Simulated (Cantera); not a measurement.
What does this Cantera script print?

```python
import numpy as np
import cantera as ct

gas = ct.Solution("gri30.yaml")
gas.TPX = 550, 100000, {'CH4': 1, 'H2': 0.94, 'O2': 1.76, 'N2': 6.63}
flame = ct.FreeFlame(gas, width=0.04)
flame.set_refine_criteria(ratio=3, slope=0.08, curve=0.16)
flame.transport_model = "mixture-averaged"
flame.solve(loglevel=0, auto=True)
flame.transport_model = "multicomponent"
flame.soret_enabled = False
flame.solve(loglevel=0, refine_grid=True)
z, T = flame.grid, flame.T
thick = (T[-1] - T[0]) / np.gradient(T, z).max()
show = ['CH4', 'H2', 'O2', 'CH3', 'CO2', 'CH2']
print(f"laminar burning velocity  {flame.velocity[0] * 100:.3f} cm/s")
print(f"burnt temperature         {T[-1]:.1f} K")
print(f"thermal thickness         {thick * 1e3:.4f} mm")
print(f"grid points               {len(z)}")
z0 = z[flame.heat_release_rate.argmax()]
print(f"{'z/mm':>9s}{'T/K':>9s}{'u/(m/s)':>9s}" + "".join(f"{s:>11s}" for s in show))
rows = []
for k in (-3, -2, -1.5, -1, -0.5, -0.25, 0, 0.25, 0.5, 1, 2, 4, 8):
    zz = z0 + k * thick
    rows.append([k * thick, np.interp(zz, z, T), np.interp(zz, z, flame.velocity),
                 *(np.interp(zz, z, flame.X[gas.species_index(s)]) for s in show)])
    print(f"{rows[-1][0] * 1e3:9.3f}{rows[-1][1]:9.1f}{rows[-1][2]:9.3f}" + "".join(f"{x:11.3e}" for x in rows[-1][3:]))
```

It prints:

```
laminar burning velocity  118.981 cm/s
burnt temperature         2217.5 K
thermal thickness         0.3453 mm
grid points               153
     z/mm      T/K  u/(m/s)        CH4         H2         O2        CH3        CO2        CH2
   -1.036    550.3    1.190  9.682e-02  9.078e-02  1.704e-01  7.124e-09  4.224e-08 -2.058e-18
   -0.691    552.7    1.195  9.680e-02  9.028e-02  1.704e-01  9.471e-08  8.433e-07  5.180e-16
   -0.518    563.7    1.218  9.648e-02  8.956e-02  1.701e-01  6.723e-07  8.054e-06  1.624e-13
   -0.345    641.4    1.387  9.326e-02  8.801e-02  1.663e-01  1.241e-05  1.346e-04  4.819e-10
   -0.173   1070.1    2.336  6.912e-02  8.567e-02  1.344e-01  5.988e-04  2.182e-03  3.275e-07
   -0.086   1468.5    3.241  4.061e-02  8.420e-02  9.413e-02  3.000e-03  5.980e-03  1.018e-05
    0.000   1828.7    4.082  1.313e-02  8.022e-02  4.749e-02  4.346e-03  1.214e-02  7.405e-05
    0.086   2014.3    4.517  2.290e-03  7.375e-02  1.791e-02  1.773e-03  1.871e-02  7.691e-05
    0.173   2075.8    4.654  3.138e-04  6.961e-02  6.202e-03  3.736e-04  2.408e-02  2.404e-05
    0.345   2104.3    4.706  7.658e-06  6.848e-02  1.234e-03  1.189e-05  3.009e-02  1.039e-06
    0.691   2124.0    4.739  3.149e-08  6.967e-02  5.551e-04  5.603e-08  3.319e-02  6.743e-09
    1.381   2147.5    4.783  5.609e-11  7.032e-02  3.718e-04  9.719e-11  3.358e-02  1.213e-11
    2.762   2173.6    4.833  3.367e-13  7.075e-02  2.079e-04  5.191e-13  3.334e-02  4.836e-14
```

Detailed kinetics in Cantera: GRI-Mech 3.0 (53 species, 325 reactions). Burning velocities carry a grid error of a few per cent, more on coarse grids.
